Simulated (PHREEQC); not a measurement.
Solution (25 °C): 2.9 mol/kgw NaOH, 0.46 mol/kgw H3BO3 and 0.00015 mol/kgw H4SiO4. Closed to the air; pH follows from the charge balance.

Computed with PHREEQC (Pitzer model, pitzer.dat).

Task: The ionic strength comes out as 2.90 mol/kgw. What activity coefficients do B(OH)4-, H2SiO4-2, Na+, OH- get?

Result: B(OH)4- 0.38, H2SiO4-2 0.013, Na+ 0.62, OH- 0.87. Single-ion values are on the MacInnes scale.

No solid was allowed to form. In brines, pH and single-ion activities rest on the MacInnes convention.
